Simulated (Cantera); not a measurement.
Input: 1 mol Si3N4, 0.29 mol N2O, 1.6 mol H2, equilibrated at 0.0770 bar.

Equilibrium computed with Cantera from the NASA thermochemical tables; the gas is ideal and each condensed phase is pure. Candidate condensed phases: H2O, Si, SiO2, Si2N2O, Si3N4; 35 gas species. Mutual solubility and eutectic melting of coexisting phases are not modelled. The tables' values for SiN are old estimates; treat these amounts as uncertain. Gases not in the tables: Si2H6 and higher silanes. Kinetics and transport are ignored.

log p: log10 of the partial pressure in bar; n: condensed amount in mol.

```json
[
 {"T (°C)": "1175", "log p H2": "-1.21", "log p N2": "-1.82", "log p SiO": "-7.62", "log p H": "-5.64", "n Si2N2O(s)": "0.290", "n Si3N4(s)": "0.807", "n Si(l)": "0"},
 {"T (°C)": "1250", "log p H2": "-1.21", "log p N2": "-1.82", "log p SiO": "-6.59", "log p H": "-5.24", "n Si2N2O(s)": "0.290", "n Si3N4(s)": "0.807", "n Si(l)": "0"},
 {"T (°C)": "1325", "log p H2": "-1.21", "log p N2": "-1.82", "log p SiO": "?", "log p H": "?", "n Si2N2O(s)": "0.290", "n Si3N4(s)": "0.807", "n Si(l)": "0"},
 {"T (°C)": "1400", "log p H2": "-1.21", "log p N2": "-1.82", "log p SiO": "-4.82", "log p H": "-4.55", "n Si2N2O(s)": "0.290", "n Si3N4(s)": "0.807", "n Si(l)": "0"},
 {"T (°C)": "1475", "log p H2": "-1.21", "log p N2": "-1.82", "log p SiO": "-4.05", "log p H": "-4.25", "n Si2N2O(s)": "0.288", "n Si3N4(s)": "0.807", "n Si(l)": "0"},
 {"T (°C)": "1550", "log p H2": "-1.21", "log p N2": "-1.82", "log p SiO": "-3.35", "log p H": "-3.97", "n Si2N2O(s)": "0.278", "n Si3N4(s)": "0.810", "n Si(l)": "0"},
 {"T (°C)": "1625", "log p H2": "-1.45", "log p N2": "-1.40", "log p SiO": "-2.85", "log p H": "-3.83", "n Si2N2O(s)": "0.226", "n Si3N4(s)": "0.130", "n Si(l)": "2.09"},
 {"T (°C)": "1700", "log p H2": "-1.53", "log p N2": "-1.38", "log p SiO": "-2.27", "log p H": "-3.64", "n Si2N2O(s)": "0", "n Si3N4(s)": "0", "n Si(l)": "2.71"},
 {"T (°C)": "1775", "log p H2": "-1.54", "log p N2": "-1.38", "log p SiO": "-2.27", "log p H": "-3.42", "n Si2N2O(s)": "0", "n Si3N4(s)": "0", "n Si(l)": "2.70"},
 {"T (°C)": "1850", "log p H2": "-1.54", "log p N2": "-1.38", "log p SiO": "-2.28", "log p H": "?", "n Si2N2O(s)": "0", "n Si3N4(s)": "0", "n Si(l)": "2.70"},
 {"T (°C)": "1925", "log p H2": "-1.54", "log p N2": "-1.38", "log p SiO": "-2.28", "log p H": "-3.03", "n Si2N2O(s)": "0", "n Si3N4(s)": "0", "n Si(l)": "2.69"}
]
```

Problem. Some entries are withheld; supply them.

Solution. 
- 1850, log p H: -3.21
- 1325, log p SiO: -5.66
- 1325, log p H: -4.88
